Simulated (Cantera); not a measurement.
Cantera run:

```python
import numpy as np
import cantera as ct

gas_names = """
    NF3 N
""".split()
cond_names = """
    Cu(cr) Cu(L) CuF2(s) CuF2(L)
""".split()


# ... load() reads the species with a 1 bar reference pressure and builds the phases ...
species = {s.name: s for s in load("nasa_gas.yaml", gas_names) + load("nasa_condensed.yaml", cond_names)}
# Each term lists the table entries of one substance; the one whose range holds T is used.
reactions = {
    '2 NF3(g) + 3 Cu = 2 N(g) + 3 CuF2':
        [(-2, ['NF3']), (-3, ['Cu(cr)', 'Cu(L)']), (2, ['N']), (3, ['CuF2(s)', 'CuF2(L)'])],
}


def pick(names, T):
    return next(species[n] for n in names if species[n].thermo.min_temp <= T <= species[n].thermo.max_temp)


results = []
for label, terms in reactions.items():
    print(label)
    print("     T/K   dH/kJ  dS/(J/K)   dG/kJ   log10 K")
    for T in [1798, 1848, 1898, 1948, 1998, 2048]:
        used = [(nu, pick(names, T)) for nu, names in terms]
        dH = sum(nu * s.thermo.h(T) for nu, s in used) / 1e6
        dS = sum(nu * s.thermo.s(T) for nu, s in used) / 1e3
        dG = dH - T * dS / 1e3
        logK = -dG * 1e6 / (ct.gas_constant * T * np.log(10))
        results.append((label, T, dH, dS, dG, logK, [s.name for _, s in used]))
        print(f"{T:8g} {dH:8.1f} {dS:8.1f} {dG:8.1f} {logK:8.2f}")
```

Result:

```
2 NF3(g) + 3 Cu = 2 N(g) + 3 CuF2
     T/K   dH/kJ  dS/(J/K)   dG/kJ   log10 K
    1798   -175.8    158.5   -460.7    13.38
    1848   -172.1    160.5   -468.7    13.25
    1898   -168.4    162.4   -476.7    13.12
    1948   -164.8    164.3   -484.9    13.00
    1998   -161.2    166.2   -493.2    12.89
    2048   -157.6    167.9   -501.5    12.79
```

Standard-state values (1 bar) from the NASA 1993 polynomials, evaluated with Cantera. Condensed species are held in their standard states even where they would react or evaporate.
